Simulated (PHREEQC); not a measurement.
LiOH is added in steps, without added water, to 1 kg of water holding 1.8 mmol/kgw HF and 0.46 mmol/kgw MnSO4, at 25 °C. No oxygen is let in. The system is closed to CO2. The run lets Pyrochroite precipitate or redissolve, and no other solid.

Base run: PHREEQC, ion-association model, wateq4f.dat. Each further column changes one thing. The table gives pH.

| LiOH added (mol) | base | HF left out | no solid may form |
|---|---|---|---|
| 0 | 3.11 | 6.86 | 3.11 |
| 0.00068 | 3.38 | 9.58 | 3.38 |
| 0.00136 | 3.87 | 10.63 | 3.87 |
| 0.00238 | 9.54 | 11.14 | 10.56 |
| 0.00306 | 10.51 | 11.30 | 10.95 |
| 0.00374 | 10.98 | 11.42 | 11.17 |
| 0.00442 | 11.20 | 11.51 | 11.31 |
| 0.00544 | 11.40 | 11.62 | 11.47 |
| 0.00612 | 11.49 | 11.68 | 11.55 |
| 0.0068 | 11.57 | 11.73 | 11.61 |

 In at least one series the solution becomes supersaturated in solids that the run did not let form, among them Pyrochroite.
